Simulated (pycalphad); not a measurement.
Computed with pycalphad from the COST 507 light-alloy database (1999), at 1 atm. These are 1990s assessments: newer ones move some temperatures and phases. Amounts are mole fractions of atoms. Diffusion is slow at the low end, where real alloys seldom reach equilibrium.

**Question.** Give the equilibrium state of Ti-22.4C (at.%) at 2000 K.

**Answer.** 
```
T = 2000.00 K, P = 101325 Pa, N = 1 mol of atoms
G = -156113 J/mol, H = 8748 J/mol, S = 82.43 J/(mol K)  (SER reference)
chemical potentials (J/mol): Ti -127138, C -256488
phase             fraction      x(Ti)       x(C)
FCC_A1              0.6751     0.6870     0.3130
LIQUID              0.3249     0.9610     0.0390
```

**Question.** Give the equilibrium state of Ti-22.4C (at.%) at 600 K.

**Answer.** FCC_A1, fraction 0.611, with 36.6 C at.%; HCP_A3, fraction 0.389, with 0.04 C at.%.

FCC_A1 is fcc; HCP_A3 is hcp. The fcc model also describes the rock-salt carbide or nitride (TiC, TiN, HfC).
